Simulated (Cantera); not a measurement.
Ignition delay

Mixture: CH₄ : C₂H₆ : O₂ : N₂ = 1 : 0.13 : 2.05 : 8.18 (molar parts), equivalence ratio 1.2, at 750 Torr, adiabatic and at constant pressure. Ignition delay is the time to a rise of 400 K.

Computed with Cantera and GRI-Mech 3.0 (53 species, 325 reactions).

```json
[
 {"T0 (K)": "1075", "delay (ms)": "26.3"},
 {"T0 (K)": "1150", "delay (ms)": "8.57"},
 {"T0 (K)": "1225", "delay (ms)": "3.47"},
 {"T0 (K)": "1300", "delay (ms)": "1.58"},
 {"T0 (K)": "1375", "delay (ms)": "0.767"},
 {"T0 (K)": "1450", "delay (ms)": "0.386"},
 {"T0 (K)": "1525", "delay (ms)": "0.203"},
 {"T0 (K)": "1600", "delay (ms)": "0.114"}
]
```

| Item | Result |
|---|---|
| apparent activation energy between 1450 and 1600 K | 160 kJ/mol |
